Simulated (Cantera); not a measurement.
Thermodynamics of hydrogen reduction and annealing atmospheres, feed Cr₂O₃ + H₂ + H₂O

A closed system holds: 1 mol Cr₂O₃, 1.7 mol H₂, 1.7 mol H₂O, equilibrated at 76.0 Pa.

These are equilibrium values from Cantera (NASA tables, ideal gas, pure condensed phases), not measurements of a reactor. Candidate condensed phases: Cr, Cr₂O₃, H₂O; 13 gas species. Equilibrium is a limit: real reactors are often held back by kinetics, nucleation or transport.

From 1498 K to 1998 K the condensed part is Cr₂O₃(s). The main Cr-bearing gas is Cr throughout.

```json
[
 {"T (K)": "1498", "x H₂O": "0.500", "x H₂": "0.500", "x H": "0.000441", "x OH": "1.25e-5", "x Cr": "3.04e-8", "x CrO": "9.49e-9", "x CrO₂": "4.33e-9", "n Cr₂O₃(s)": "1.00"},
 {"T (K)": "1548", "x H₂O": "0.500", "x H₂": "0.499", "x H": "0.000789", "x OH": "2.64e-5", "x Cr": "1.33e-7", "x CrO": "4.60e-8", "x CrO₂": "2.03e-8", "n Cr₂O₃(s)": "1.00"},
 {"T (K)": "1598", "x H₂O": "0.500", "x H₂": "0.499", "x H": "0.00136", "x OH": "5.32e-5", "x Cr": "5.31e-7", "x CrO": "2.01e-7", "x CrO₂": "8.63e-8", "n Cr₂O₃(s)": "1.000"},
 {"T (K)": "1648", "x H₂O": "0.499", "x H₂": "0.498", "x H": "0.00228", "x OH": "0.000103", "x Cr": "1.94e-6", "x CrO": "8.04e-7", "x CrO₂": "3.36e-7", "n Cr₂O₃(s)": "1.000"},
 {"T (K)": "1698", "x H₂O": "0.499", "x H₂": "0.497", "x H": "0.00370", "x OH": "0.000191", "x Cr": "6.55e-6", "x CrO": "2.95e-6", "x CrO₂": "1.20e-6", "n Cr₂O₃(s)": "1.000"},
 {"T (K)": "1748", "x H₂O": "0.498", "x H₂": "0.496", "x H": "0.00583", "x OH": "0.000342", "x Cr": "2.06e-5", "x CrO": "1.00e-5", "x CrO₂": "4.00e-6", "n Cr₂O₃(s)": "1.000"},
 {"T (K)": "1798", "x H₂O": "0.497", "x H₂": "0.493", "x H": "0.00897", "x OH": "0.000594", "x Cr": "6.03e-5", "x CrO": "3.18e-5", "x CrO₂": "1.24e-5", "n Cr₂O₃(s)": "1.000"},
 {"T (K)": "1848", "x H₂O": "0.495", "x H₂": "0.490", "x H": "0.0135", "x OH": "0.00100", "x Cr": "0.000166", "x CrO": "9.44e-5", "x CrO₂": "3.63e-5", "n Cr₂O₃(s)": "0.999"},
 {"T (K)": "1898", "x H₂O": "0.493", "x H₂": "0.485", "x H": "0.0197", "x OH": "0.00164", "x Cr": "0.000433", "x CrO": "0.000264", "x CrO₂": "0.000100", "n Cr₂O₃(s)": "0.999"},
 {"T (K)": "1948", "x H₂O": "0.490", "x H₂": "0.477", "x H": "0.0283", "x OH": "0.00263", "x Cr": "0.00106", "x CrO": "0.000696", "x CrO₂": "0.000262", "n Cr₂O₃(s)": "0.997"},
 {"T (K)": "1998", "x H₂O": "0.486", "x H₂": "0.465", "x H": "0.0397", "x OH": "0.00413", "x Cr": "0.00247", "x CrO": "0.00174", "x CrO₂": "0.000655", "n Cr₂O₃(s)": "0.991"}
]
```
x: gas mole fraction; n: condensed amount in mol.
